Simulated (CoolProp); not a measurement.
Vapour-liquid equilibrium of acetone (1) + ethanol (2) at 0.0113 bar; x and y are mole fractions of (1).

Values from CoolProp's multi-fluid Helmholtz-energy mixture model, Lemmon 2006 and Schroeder 2014; pair parameters Bell 2016.

```tsv
x	bubble temperature, mixture model (°C)	bubble temperature, Raoult's law (°C)	y, mixture model	y, Raoult's law
0.05	-12.5	-8.2	(withheld)	0.262
0.2	(withheld)	-16.0	(withheld)	0.661
0.35	-26.9	-21.4	0.876	0.824
0.5	-29.1	-25.5	0.910	0.904
0.65	-30.6	-28.6	0.934	0.949
0.8	-32.0	-31.2	0.959	0.977
0.95	-33.5	-33.3	0.988	0.995
```

### Question
What belongs in the gaps?

### Answer

- 0.05, y, mixture model: 0.467
- 0.2, bubble temperature, mixture model (°C): -22.9
- 0.2, y, mixture model: 0.801

The largest gap from Raoult's law is -6.9 K in bubble temperature, at x = 0.2. No azeotrope shows between x = 0.05 and 0.95.

Pair parameters are fitted to limited data, so mixtures are less certain than the pure fluids.
